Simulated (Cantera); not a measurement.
A Cantera script and what it prints.

```python
import numpy as np
import cantera as ct

gas_names = """
    Br Br2 H HBr H2 Si SiBr SiBr2 SiBr3 SiBr4 SiH SiHBr3 SiH2 SiH2Br2 SiH3 SiH3Br SiH4 Si2 Si3
""".split()
cond_names = """
    Br2(cr) Br2(L) Si(cr) Si(L)
""".split()


# ... load() reads the species with a 1 bar reference pressure and builds the phases ...
atoms = {
    'Si': {'Si': 1},
    'Br2': {'Br': 2},
    'H2': {'H': 2},
}
top_T = {}  # K; cautious upper limits of use, not melting points


# ... equilibrate(T, P, feed) seeds the gas with the atoms and calls Mixture.equilibrate('TP', solver="vcs", rtol=1e-11, max_steps=5000) ...
results = []
feed = {'Si': 1, 'Br2': 0.7, 'H2': 0.24}  # mol
T = 798  # K
P = 40000  # Pa
mix = equilibrate(T, P, feed)
results.append((T, P, feed, dict(zip(mix.species_names, mix.species_moles))))
x = sorted(zip(gas.X, gas.species_names), reverse=True)
print(f"T = {T:g} K  P = {P:g} Pa  gas = {mix.phase_moles(0):.4g} mol")
print("   x: " + "  ".join(f"{s} {v:.3e}" for v, s in x if v > 1e-06))
print("   condensed (mol): " + ("  ".join(f"{mix.phase(i).name} {mix.phase_moles(i):.4g}"
      for i in range(1, mix.n_phases) if mix.phase_moles(i) > 1e-12) or "none"))
```

Output:

```
T = 798 K  P = 40000 Pa  gas = 0.5863 mol
   x: SiBr4 5.745e-01  H2 3.927e-01  SiHBr3 2.825e-02  HBr 3.865e-03  SiH2Br2 6.487e-04  SiBr3 8.406e-05  SiBr2 2.127e-05  SiH3Br 5.261e-06
   condensed (mol): Si(cr) 0.6462
```

These are equilibrium values from Cantera (NASA tables, ideal gas, pure condensed phases), not measurements of a reactor. The tables' values for SiBr3 are old estimates; treat these amounts as uncertain.
